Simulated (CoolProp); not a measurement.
Vapour-liquid equilibrium of hydrogen chloride (1) + n-butane (2) at 214 K; x and y are mole fractions of (1).

The numbers come from the multi-fluid Helmholtz-energy mixture model, Thol 2018 and Bücker 2006; pair parameters Bell 2016 in CoolProp.

| x | bubble pressure, mixture model (kPa) | bubble pressure, Raoult's law (kPa) | y, mixture model | y, Raoult's law |
|---|---|---|---|---|
| 0.05 | 53.12 | 23.14 | 0.903 | 0.782 |
| 0.2 | 176.6 | 76.65 | 0.973 | 0.945 |
| 0.35 | … | 130.2 | … | 0.974 |
| 0.5 | … | 183.7 | 0.985 | 0.986 |
| 0.65 | 293.2 | 237.2 | 0.987 | 0.992 |
| 0.8 | 311.4 | 290.7 | … | 0.996 |
| 0.95 | 345.6 | 344.2 | 0.996 | 0.999 |

Problem. Fill in the missing entries.

Solution. 
- 0.35, bubble pressure, mixture model (kPa): 248.3
- 0.35, y, mixture model: 0.982
- 0.5, bubble pressure, mixture model (kPa): 278.7
- 0.8, y, mixture model: 0.989

The largest gap from Raoult's law is +130.4 % in bubble pressure, at x = 0.2. No azeotrope shows between x = 0.05 and 0.95.

The pair parameters rest on a limited set of measurements; away from them the model extrapolates. With so large a gap from Raoult's law the liquid may split in two, which this calculation doesn't test in full.
